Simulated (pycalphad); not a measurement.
## Effect of Si content in Fe-Si

CALPHAD calculation (pycalphad, COST 507 light-alloy database (1999)), 1 atm. The data set is of 1999 and partly superseded. Amounts are mole fractions of atoms. Kinetics are ignored, which matters at the lower temperatures.

Problem. One of these alloys has its liquidus at 1486 °C, its solidus at 1466 °C, and holds bcc 1.00 at 377 °C. Which?
(A) Fe-3.02Si (at.%)
(B) Fe-9.07Si (at.%)
(C) Fe-6.05Si (at.%)
(D) Fe-12.1Si (at.%)

Solution. C, Fe-6.05Si (at.%). The others: Fe-3.02Si (at.%), liquidus 1513, solidus 1501; Fe-9.07Si (at.%), liquidus 1457, solidus 1432; Fe-12.1Si (at.%), liquidus 1425, solidus 1396
